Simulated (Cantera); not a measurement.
A closed system holds: 1 mol AlN, 3.9 mol H2, held at 6.98 Torr.

Equilibrium computed with Cantera from the NASA thermochemical tables; the gas is ideal and each condensed phase is pure. Candidate condensed phases: Al, AlN; 13 gas species. The numbers say what is thermodynamically allowed, not how fast it happens.

Question: At 1900 K, list the 5 most abundant gas species with their mole fractions, and the condensed phases.

Answer: H2 0.951, Al 0.0265, N2 0.0137, H 0.00802, AlH 0.000878. Condensed: AlN(s).
